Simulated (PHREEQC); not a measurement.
A solution holds 0.0018 mol/kgw CdCl2, 0.089 mol/kgw NiCl2, 0.0098 mol/kgw H2SO4 and 0.0012 mol/kgw NaCl, at 25 °C. Closed to the air; pH follows from the charge balance.

Model: ion-association model, wateq4f.dat, run in PHREEQC.

The ionic strength comes out as 0.255 mol/kgw. What activity coefficients do Cl-, NaSO4-, Ni+2, Na+, SO4-2 get?

Cl- 0.69, NaSO4- 0.73, Ni+2 0.30, Na+ 0.73, SO4-2 0.27.

This is a speciation only: nothing precipitates in the calculation.
